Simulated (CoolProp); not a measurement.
Ethane at several states: Z from the reference equation and from simpler models built on Tc = 32.2 °C, pc = 4.872 MPa, ω = 0.099; each cubic takes its own stable root.

The numbers come from the reference Helmholtz-energy equation of state, Bücker 2006 in CoolProp.

```json
[
 {"T (°C)": "-91.45", "p (MPa)": "0.201", "phase": "liquid", "reference": "0.007307"},
 {"T (°C)": "103.05", "p (MPa)": "19.6", "phase": "supercritical", "reference": "0.6358"},
 {"T (°C)": "-28.45", "p (MPa)": "0.0251", "phase": "gas", "reference": "0.9966"},
 {"T (°C)": "235.75", "p (MPa)": "4.45", "phase": "gas", "reference": "0.9518"}
]
```

Q: How far does each simpler model (van der Waals, Redlich-Kwong, Soave-Redlich-Kwong, Peng-Robinson) lie from the reference over these 4 states: mean and median of the absolute difference, and the worst?

A: 
- van der Waals: mean 3256.4 %, median 8.7 %, worst +13008.0 % at -91.45 °C and 0.201 MPa
- Redlich-Kwong: mean 2.4 %, median 2.5 %, worst +4.5 % at 103.05 °C and 19.6 MPa
- Soave-Redlich-Kwong: mean 3.2 %, median 2.3 %, worst +8.3 % at 103.05 °C and 19.6 MPa
- Peng-Robinson: mean 2.3 %, median 0.6 %, worst -8.1 % at -91.45 °C and 0.201 MPa

At some of these states van der Waals gives the other phase, because its saturation line lies elsewhere.
